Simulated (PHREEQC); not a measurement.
A made-up water analysis in mg/L, 25 °C, pH 7.65, pe 1.6:

```
constituent         mg/L
------------------  ----
Na                  1750
K                     50
Ca                  29.5
Mg                  63.2
Cl                  2850
S(6) as SO4          136
Alkalinity as HCO3   259
Li                  12.7
Br                   6.9
Mn(2)               42.5
N(-3) as NH4        3.31
```

Valence states are taken as typed.

Equilibrium calculation in PHREEQC: ion-association model, phreeqc.dat.

Precipitation was switched off in this run.

Question: What specific conductance, charge-balance error does the model give?

Answer: specific conductance 9060 µS/cm; charge-balance error 0.1 %.

Question: In which forms is Ca present?

Answer: Ca+2 95 %, CaSO4 2.8 %, CaHCO3+ 1.8 % of the Ca.

Examples of supersaturated solids here: Rhodochrosite. Others may be too. Species that the database lacks are ignored.
